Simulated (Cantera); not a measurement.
A Cantera script and what it prints.

```python
import numpy as np
import cantera as ct

gas_names = """
    B BF BF2 BF3 BN B2 F F2 N NF NF2 NF3 N2
""".split()
cond_names = """
    B(b) B(L) BN(s)
""".split()


def load(file, names, dense=False):
    # The tables refer to 1 bar. Condensed volumes are neglected.
    table = {s.name: s for s in ct.Species.list_from_file(file)}
    out = []
    for n in names:
        d = dict(table[n].input_data)
        d["thermo"] = dict(d["thermo"], **{"reference-pressure": 1e5})
        if dense:
            d["equation-of-state"] = {"model": "constant-volume", "density": "1e6 g/cm^3"}
        out.append(ct.Species.from_dict(d))
    return out


gas = ct.Solution(thermo="ideal-gas", species=load("nasa_gas.yaml", gas_names))
cond = {s.name: ct.Solution(thermo="fixed-stoichiometry", species=[s], name=s.name)
        for s in load("nasa_condensed.yaml", cond_names, dense=True)}
atoms = {
    'BN': {'B': 1, 'N': 1},
    'NF3': {'N': 1, 'F': 3},
}
top_T = {'BN(s)': 3200}  # K; cautious upper limits of use, not melting points


def equilibrate(T, P, feed):
    n = {}
    for name, mol in feed.items():
        for a, k in atoms[name].items():
            n[a] = n.get(a, 0.0) + k * mol
    gas.TPX = T, P, n
    mass = sum(n.values()) * gas.mean_molecular_weight
    gas.equilibrate("TP")
    valid = [c for c in cond.values() if c.min_temp <= T <= top_T.get(c.name, c.max_temp)]
    mix = ct.Mixture([(gas, mass / gas.mean_molecular_weight)] + [(c, 0.0) for c in valid])
    mix.T, mix.P = T, P
    mix.equilibrate("TP", solver="vcs", rtol=1e-11, max_steps=5000)
    return mix


results = []
feed = {'BN': 1, 'NF3': 4.2}  # mol
T = 1175  # K
for P in [1, 6.8, 46, 320, 2200, 15000, 100000]:
    mix = equilibrate(T, P, feed)
    results.append((T, P, feed, dict(zip(mix.species_names, mix.species_moles))))

top = {s: max(r[3][s] / sum(r[3][g] for g in gas_names) for r in results) for s in gas_names}
cols = sorted((s for s in top if top[s] > 0.001), key=lambda s: -top[s])[:7]
seen = [c for c in cond_names if any(r[3].get(c, 0) > 1e-12 for r in results)]
print("log10 of partial pressures in bar; condensed amounts in mol")
print(f"{'P/Pa':>10s}" + "".join(f"{s[:9]:>10s}" for s in cols + seen))
for T, P, feed, n in results:
    ng = sum(n[g] for g in gas_names)
    print(f"{P:10.4g}" + "".join(f"{np.log10(max(n[s] / ng * P / 1e5, 1e-99)):10.3f}" for s in cols)
          + "".join(f"{n.get(c, 0):10.4g}" for c in seen))
```

Result:

```
log10 of partial pressures in bar; condensed amounts in mol
      P/Pa         F        F2        N2       BF3       NF3
         1    -5.138    -9.546    -5.706    -6.121   -18.560
       6.8    -4.306    -7.881    -4.873    -5.288   -15.646
        46    -3.477    -6.222    -4.042    -4.457   -12.743
       320    -2.640    -4.549    -3.197    -3.612    -9.810
      2200    -1.837    -2.943    -2.341    -2.756    -6.974
   1.5e+04    -1.138    -1.545    -1.454    -1.869    -4.433
     1e+05    -0.586    -0.440    -0.571    -0.982    -2.334
```

Method: chemical equilibrium by Gibbs-energy minimisation in Cantera with the NASA 1993 tables (ideal gas, pure condensed phases).
